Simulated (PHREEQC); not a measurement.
## Buffer: speciation

Make-up at 48 °C: 0.03 mol/kgw KH2PO4, 0.047 mol/kgw NH3, 0.21 mol/kgw NaCl and 0.0041 mol/kgw HF. Closed to the air; pH follows from the charge balance.

The numbers come from PHREEQC with the ion-association model, phreeqc.dat.

Precipitation was switched off in this run.

**Question.** Estimate the pH.

**Answer.** pH 8.42.

**Question.** In which forms is F present?

**Answer.** F- 95 %, NaF 5.1 % of the F.

Complexes and solids missing from the database can't appear. Away from 25 °C the constants follow the database's enthalpies or fits; those with neither stay at their 25 °C values.
